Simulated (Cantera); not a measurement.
Ignition delay

Mixture: 7.12 % CH₄, 19.5 % O₂, 73.4 % N₂, equivalence ratio 0.73, at 500000 Pa, adiabatic and at constant pressure. Ignition delay is the time to a rise of 400 K.

Model: GRI-Mech 3.0 (53 species, 325 reactions), integrated in Cantera.

| T0 (K) | delay (ms) |
|---|---|
| 1323 | 1.91 |
| 1423 | 0.640 |
| 1523 | 0.238 |
| 1623 | 0.0986 |
| 1723 | 0.0455 |
| 1823 | 0.0233 |
| 1923 | 0.0130 |

```
Item                                                    Result
--------------------------------------------------  ----------
apparent activation energy between 1723 and 1923 K  170 kJ/mol
```
